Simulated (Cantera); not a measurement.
A perfectly stirred reactor is fed with CH4 : C2H6 : C3H8 : O2 : N2 : CO2 = 1 : 0.25 : 0.5 : 7.9 : 29.7 : 1.7 (molar parts), equivalence ratio 0.68, at 7500 Torr; it is adiabatic with a 775 K inlet, and is followed from long to short residence time, starting on the burning branch (τ in s: 0.14, 0.063, 0.028, 0.012, 0.0054, 0.0024, 0.001, 0.00046, 0.0002, 9e-05).

Computed with Cantera and GRI-Mech 3.0 (53 species, 325 reactions). GRI-Mech 3.0 was tuned for natural gas; its chemistry of propane as a main component is partial and can be far from experiment.

Question: Predict: blow-out, bracketed by the residence times tried; x(CH4) at τ = 0.140 s; x(C2H6) at τ = 0.140 s; x(C3H8) at τ = 0.140 s; x(HO2) at τ = 0.140 s; x(CH2O) at τ = 0.140 s; x(CH4) at τ = 2.40 ms; x(C2H6) at τ = 2.40 ms; x(C3H8) at τ = 2.40 ms; x(HO2) at τ = 2.40 ms; x(CH2O) at τ = 2.40 ms.

Answer: 
- blow-out, bracketed by the residence times tried = burning at 90.0 µs, the shortest tried
- x(CH4) at τ = 0.140 s = 2.27e-7
- x(C2H6) at τ = 0.140 s = 8.05e-9
- x(C3H8) at τ = 0.140 s = 1.63e-8
- x(HO2) at τ = 0.140 s = 3.30e-6
- x(CH2O) at τ = 0.140 s = 5.85e-8
- x(CH4) at τ = 2.40 ms = 9.00e-6
- x(C2H6) at τ = 2.40 ms = 3.85e-7
- x(C3H8) at τ = 2.40 ms = 7.90e-7
- x(HO2) at τ = 2.40 ms = 5.11e-6
- x(CH2O) at τ = 2.40 ms = 2.54e-6
